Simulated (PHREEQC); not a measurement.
Consider water at 25 °C with 0.0049 mol/kgw Na2S, 0.13 mol/kgw NaHCO3 and 0.00054 mol/kgw FeCl2. Closed to the air; pH follows from the charge balance.

Equilibrium calculation in PHREEQC: ion-association model, phreeqc.dat.

Each row changes one thing in this solution. This is a speciation only: nothing precipitates in the calculation.

```
case                                          pH  ionic strength (mol/kgw)  CO3-2 (mol/kgw)  NaCO3- (mol/kgw)  CO2 (mol/kgw)  (CO2)2 (mol/kgw)
------------------------------------------  ----  ------------------------  ---------------  ----------------  -------------  ----------------
as made                                     8.40                     0.135          0.00309           0.00268       0.000786           1.17e-8
Na2S left out                               7.96                     0.126          0.00111          0.000926        0.00224           9.51e-8
FeCl2 left out                              8.41                     0.135          0.00310           0.00269       0.000782           1.16e-8
Na2S replaced by NaHS at the same molality  8.00                     0.130          0.00122           0.00105        0.00205           7.97e-8
```

Some of these states are supersaturated (in Mackinawite, FeS(ppt), Siderite, for instance).
